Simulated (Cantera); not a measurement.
A closed system holds: 1 mol B₂H₆, 0.052 mol H₂O, a varied amount of N₂, at 1900 K and 750 Torr.

These are equilibrium values from Cantera (NASA tables, ideal gas, pure condensed phases), not measurements of a reactor. Candidate condensed phases: B, BN, B₂O₃, B₃O₃H₃, H₂O; 39 gas species. The feed counts by its element totals alone. Mutual solubility and eutectic melting of coexisting phases are not modelled. The tables' values for BH₂ are old estimates; treat these amounts as uncertain. Gases not in the tables: B₂H₆ and higher boranes. Rates play no part.

x: gas mole fraction; n: condensed amount in mol.

| n(N₂) (mol) | x H₂ | x N₂ | x HBO | x HBO₂ | n B(s) | n BN(s) |
|---|---|---|---|---|---|---|
| 0.46 | 0.983 | 2.44e-5 | 0.0149 | 0.000106 | 1.03 | 0.920 |
| 0.59 | 0.983 | 2.44e-5 | 0.0149 | 0.000106 | 0.768 | 1.18 |
| 0.76 | 0.983 | 2.44e-5 | 0.0149 | 0.000106 | 0.428 | 1.52 |
| 0.99 | 0.980 | 0.00439 | 0.0125 | 0.000998 | 0 | 1.95 |
| 1.3 | 0.893 | 0.0943 | 0.00824 | 0.00212 | 0 | 1.96 |
| 1.7 | 0.799 | 0.190 | 0.00676 | 0.00214 | 0 | 1.96 |
| 2.1 | ___ | ___ | ___ | 0.00202 | 0 | 1.96 |
| 2.8 | ___ | ___ | ___ | ___ | 0 | 1.96 |
| 3.6 | 0.532 | 0.460 | 0.00416 | 0.00155 | 0 | 1.96 |
| 4.6 | 0.453 | 0.541 | 0.00354 | 0.00132 | 0 | 1.96 |
| 6 | 0.374 | 0.620 | 0.00295 | 0.00108 | 0 | 1.96 |

Q: Complete the blanks.

A: 
- 2.1, x H₂: 0.723
- 2.1, x N₂: 0.267
- 2.1, x HBO: 0.00588
- 2.8, x H₂: 0.619
- 2.8, x N₂: 0.372
- 2.8, x HBO: 0.00489
- 2.8, x HBO₂: 0.00178
